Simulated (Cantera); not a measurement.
Cantera run, input and output.

```python
import numpy as np
import cantera as ct

gas = ct.Solution("gri30.yaml")
gas.TPX = 398, 500000, {'H2': 1, 'O2': 0.649, 'N2': 2.44}
inlet = ct.Reservoir(gas, clone=True)
gas.equilibrate("HP")  # start burning
reactor = ct.IdealGasConstPressureReactor(gas, energy="on", clone=False)
exhaust = ct.Reservoir(gas, clone=True)
tau = [0.021, 0.011, 0.0057, 0.003, 0.0016, 0.00083, 0.00044, 0.00023, 0.00012, 6.3e-05, 3.3e-05, 1.7e-05, 9.1e-06][0]
for a, b in ((inlet, reactor), (reactor, exhaust)):
    ct.MassFlowController(a, b, mdot=lambda t: reactor.mass / tau)
net = ct.ReactorNet([reactor])
show = ['H2', 'O2', 'H2O2', 'NO', 'NO2']

rows = []
print(f"{'tau/s':>10s}{'T/K':>9s}" + "".join(f"{s:>11s}" for s in show))
for tau in [0.021, 0.011, 0.0057, 0.003, 0.0016, 0.00083, 0.00044, 0.00023, 0.00012, 6.3e-05, 3.3e-05, 1.7e-05, 9.1e-06]:
    net.initial_time = 0.0
    net.advance(30 * tau)
    before = gas.X
    net.advance(40 * tau)
    drift = np.max(np.abs(gas.X - before) / (gas.X + 1e-9))
    rows.append([gas.T, *gas[show].X, drift])
    print(f"{tau:10.3e}{gas.T:9.1f}" + "".join(f"{x:11.3e}" for x in gas[show].X))
```

It prints:

```
     tau/s      T/K         H2         O2       H2O2         NO        NO2
 2.100e-02   2212.4  8.780e-04  4.027e-02  4.492e-07  9.460e-04  1.196e-06
 1.100e-02   2211.8  9.732e-04  4.046e-02  4.622e-07  5.676e-04  7.371e-07
 5.700e-03   2209.7  1.146e-03  4.057e-02  4.842e-07  3.447e-04  4.664e-07
 3.000e-03   2205.7  1.438e-03  4.063e-02  5.209e-07  2.231e-04  3.178e-07
 1.600e-03   2199.1  1.908e-03  4.069e-02  5.796e-07  1.551e-04  2.319e-07
 8.300e-04   2188.2  2.685e-03  4.079e-02  6.733e-07  1.123e-04  1.723e-07
 4.400e-04   2172.5  3.823e-03  4.098e-02  8.020e-07  8.503e-05  1.283e-07
 2.300e-04   2149.3  5.512e-03  4.135e-02  9.770e-07  6.543e-05  9.272e-08
 1.200e-04   2116.4  7.884e-03  4.199e-02  1.202e-06  5.195e-05  6.694e-08
 6.300e-05   2071.4  1.103e-02  4.302e-02  1.489e-06  4.374e-05  5.067e-08
 3.300e-05   2011.2  1.508e-02  4.461e-02  1.877e-06  3.919e-05  4.101e-08
 1.700e-05   1931.1  2.035e-02  4.705e-02  2.484e-06  3.581e-05  3.435e-08
 9.100e-06   1836.4  2.688e-02  5.055e-02  3.481e-06  3.107e-05  2.805e-08
```

Computed with Cantera and GRI-Mech 3.0 (53 species, 325 reactions). The hydrogen kinetics of GRI-Mech 3.0 are dated; newer H2 mechanisms differ, most at raised pressure.
